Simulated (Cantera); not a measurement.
Input: 1 mol SiCl₄, 21 mol H₂, equilibrated at 17.3 Torr.

Method: chemical equilibrium by Gibbs-energy minimisation in Cantera with the NASA 1993 tables (ideal gas, pure condensed phases). Candidate condensed phases: Si; 19 gas species. The tables' values for SiCl₃, SiCl are old estimates; treat these amounts as uncertain. Gases not in the tables: Si₂H₆ and higher silanes. Kinetics and transport are ignored.

x: gas mole fraction; n: condensed amount in mol.

| T (K) | x H₂ | x HCl | x SiCl₂ | x SiCl₄ | x SiCl₃ | n Si(s) | n Si(l) |
|---|---|---|---|---|---|---|---|
| 1248 | 0.882 | 0.0827 | 0.0195 | 0.00789 | 0.00461 | 0.204 | 0 |
| 1298 | 0.874 | 0.0907 | 0.0250 | 0.00413 | 0.00416 | 0.196 | 0 |
| 1348 | 0.869 | 0.0952 | 0.0292 | 0.00195 | 0.00337 | 0.184 | 0 |
| 1398 | 0.867 | 0.0972 | 0.0321 | 0.000877 | 0.00257 | 0.171 | 0 |
| 1448 | 0.865 | 0.0978 | 0.0340 | 0.000395 | 0.00191 | 0.158 | 0 |
| 1498 | 0.865 | 0.0977 | 0.0354 | 0.000183 | 0.00142 | 0.145 | 0 |
| 1548 | 0.865 | 0.0973 | 0.0364 | 8.76e-5 | 0.00107 | 0.133 | 0 |
| 1598 | 0.865 | 0.0967 | 0.0372 | 4.36e-5 | 0.000810 | 0.122 | 0 |
| 1648 | 0.865 | 0.0960 | 0.0379 | (withheld) | 0.000623 | (withheld) | 0 |
| 1698 | 0.864 | 0.0958 | 0.0382 | (withheld) | 0.000485 | 0 | (withheld) |
| 1748 | 0.863 | 0.0981 | 0.0371 | 6.93e-6 | 0.000380 | 0 | 0.131 |
| 1798 | 0.861 | 0.100 | 0.0361 | 4.06e-6 | 0.000301 | 0 | 0.152 |

Question: Some entries are withheld; supply them.

Answer: 
- 1648, x SiCl₄: 2.26e-5
- 1648, n Si(s): 0.112
- 1698, x SiCl₄: 1.22e-5
- 1698, n Si(l): 0.107
